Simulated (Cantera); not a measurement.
An adiabatic, constant-pressure homogeneous reactor starts with CH4 : C2H6 : C3H8 : O2 : N2 = 1 : 0.21 : 0.089 : 1.51 : 5.69 (molar parts), equivalence ratio 2.1, at 1325 K and 750 Torr. Integrator tolerance rtol = 1e-08.

Cantera simulation using GRI-Mech 3.0 (53 species, 325 reactions); the numbers are that mechanism's predictions, not measurements.

```
quantity                                                              before                                      after
---------------------------------  -----------------------------------------  -----------------------------------------
time of steepest temperature rise                                   0.776 ms                                    31.2 ms
temperature at 1.00 s                                                 2340 K                                     2108 K
equilibrium temperature                                               2340 K                                     2108 K
x(CH4) at 1.00 s                   4.41e-11 (gas-phase equilibrium 4.97e-11)  1.57e-10 (gas-phase equilibrium 1.80e-10)
x(C2H6) at 1.00 s                      <1e-12 (gas-phase equilibrium <1e-12)      <1e-12 (gas-phase equilibrium <1e-12)
x(C3H8) at 1.00 s                      <1e-12 (gas-phase equilibrium <1e-12)      <1e-12 (gas-phase equilibrium <1e-12)
x(C2H) at 1.00 s                       <1e-12 (gas-phase equilibrium <1e-12)      <1e-12 (gas-phase equilibrium <1e-12)
x(H2O) at 1.00 s                         0.111 (gas-phase equilibrium 0.111)        0.110 (gas-phase equilibrium 0.110)
x(HO2) at 1.00 s                     2.14e-9 (gas-phase equilibrium 2.14e-9)  1.14e-10 (gas-phase equilibrium 1.14e-10)
x(C2H4) at 1.00 s                      <1e-12 (gas-phase equilibrium <1e-12)      <1e-12 (gas-phase equilibrium <1e-12)
```

Which change was made?
A) initial temperature 1325 to 1048 K
B) pressure from 750 Torr to 1800 Torr
C) constant volume in place of constant pressure
D) pressure from 750 Torr to 195 Torr

A, initial temperature 1325 to 1048 K
